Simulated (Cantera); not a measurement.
Feed: 1 mol CaO, 8.9 mol Cl2, 10 mol H2, held at 720 Pa.

Method: chemical equilibrium by Gibbs-energy minimisation in Cantera with the NASA 1993 tables (ideal gas, pure condensed phases). Candidate condensed phases: Ca, CaCl2, CaO, Ca(OH)2, H2O; 21 gas species. The numbers say what is thermodynamically allowed, not how fast it happens. All values below are at 1150 °C.

Base state: HCl 0.836, H2 0.0583, CaCl2 0.0529, H2O 0.0529, Cl 0.000222, H 1.89e-5 (mole fractions); condensed: gas only.

Problem. What changes in the equilibrium state with this change: Cl2 from 8.9 to 0.96 mol?

Solution. 
| species | before | after |
|---|---|---|
| H2 | 0.0583 | 0.825 |
| HCl | 0.836 | 0.0999 |
| H2O | 0.0529 | 0.0376 |
| CaCl2 | 0.0529 | 0.0376 |
| Cl | 0.000222 | 7.05e-6 |
| H | 1.89e-5 | 7.11e-5 |
| CaO(s), mol | 0 | 0.587 |
Condensed phases not in the tables: oxide chlorides.
